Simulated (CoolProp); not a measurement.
The numbers come from the reference Helmholtz-energy equation of state, de Vries 1995 in CoolProp.

**Question.** Give the vapour pressure (MPa), liquid density (kg/m³), vapour density (kg/m³), liquid cp (kJ/(kg K)) of saturated R124 at 327 K.

**Answer.** 
```csv
T (K),p (MPa),liquid density (kg/m³),vapour density (kg/m³),liquid cp (kJ/(kg K))
327,0.856,1250,53.0,1.22
```
